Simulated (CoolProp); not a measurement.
Model: reference Helmholtz-energy equation of state, Thol 2014, in CoolProp.

**Question.** For diethyl ether, give the phase and the density (kg/m³), speed of sound (m/s), Joule-Thomson coefficient (K/MPa), expansivity (1/kK) at 502.4 K and 13.8 MPa; 508.9 K and 13.8 MPa; 528.5 K and 13.8 MPa.

**Answer.** 
- 502.4 K and 13.8 MPa: supercritical; density 465, speed of sound 410, Joule-Thomson coefficient 0.551, expansivity 3.53
- 508.9 K and 13.8 MPa: supercritical; density 454, speed of sound 394, Joule-Thomson coefficient 0.628, expansivity 3.67
- 528.5 K and 13.8 MPa: supercritical; density 421, speed of sound 352, Joule-Thomson coefficient 0.888, expansivity 4.09
